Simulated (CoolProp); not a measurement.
1-butene along the isobar 3150 kPa: density (kg/m³) from the reference equation and from simpler models built on Tc = 419.3 K, pc = 4006 kPa, ω = 0.192; each cubic takes its own stable root.

Values from CoolProp's reference Helmholtz-energy equation of state, Lemmon 2005. It is a short technical equation, of lower accuracy than the large ones.

| T (K) | phase | reference | van der Waals | Redlich-Kwong |
|---|---|---|---|---|
| 264 | liquid | 632.7 | 396.5 | 577.0 |
| 291.8 | liquid | 601.0 | 378.2 | 544.3 |
| 319.7 | liquid | 566.2 | 357.1 | 506.6 |
| 347.6 | liquid | 526.7 | 331.7 | 461.8 |
| 375.5 | liquid | 477.5 | 297.7 | 404.2 |
| 403.3 | liquid | 397.2 | 85.32 | 95.29 |
| 431.2 | gas | 72.02 | 68.85 | 71.15 |
| 459.1 | gas | 60.48 | 59.85 | 60.56 |
| 486.9 | gas | 53.41 | 53.65 | 53.75 |
| 514.8 | gas | 48.32 | 48.92 | 48.74 |

At some of these states van der Waals, Redlich-Kwong gives the other phase, because its saturation line lies elsewhere.
